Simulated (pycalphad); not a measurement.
All values are pycalphad results on the COST 507 light-alloy database (1999) (1 atm), not direct measurements. These are 1990s assessments: newer ones move some temperatures and phases. Kinetics are ignored, which matters at the lower temperatures.

Molar enthalpy of Si-1.7Ti (at.%) in equilibrium (SER reference):

```tsv
T (K)	H (kJ/mol)	phases
2600	108.34	LIQUID
2500	105.59	LIQUID
2400	102.83	LIQUID
2300	100.08	LIQUID
2200	97.33	LIQUID
2100	94.58	LIQUID
2000	91.82	LIQUID
1900	89.07	LIQUID
1800	86.32	LIQUID
1700	83.57	LIQUID
1600	30.69	DIAMOND_A4 + SI2TI
1500	27.80	DIAMOND_A4 + SI2TI
1400	24.96	DIAMOND_A4 + SI2TI
1300	22.16	DIAMOND_A4 + SI2TI
1200	19.41	DIAMOND_A4 + SI2TI
1100	16.70	DIAMOND_A4 + SI2TI
1000	14.03	DIAMOND_A4 + SI2TI
900	11.41	DIAMOND_A4 + SI2TI
800	8.84	DIAMOND_A4 + SI2TI
700	6.32	DIAMOND_A4 + SI2TI
600	3.86	DIAMOND_A4 + SI2TI
500	1.48	DIAMOND_A4 + SI2TI
```

Cooling from 1700 K to 1600 K, across the freezing range, releases 52.9 kJ/mol, or 1860 J/g. The slope is 27 J/(mol K) in the liquid and 29 J/(mol K) just below the solidus, where it includes any heat of precipitation. Liquidus 1681 K, solidus 1604 K. Changes were sought between steps of 100 K, so a narrower field can be missed.

Database names, with the compositions (at.%) that they take in these runs: SI2TI: Si 67 Ti 33. DIAMOND_A4 is diamond (Si).
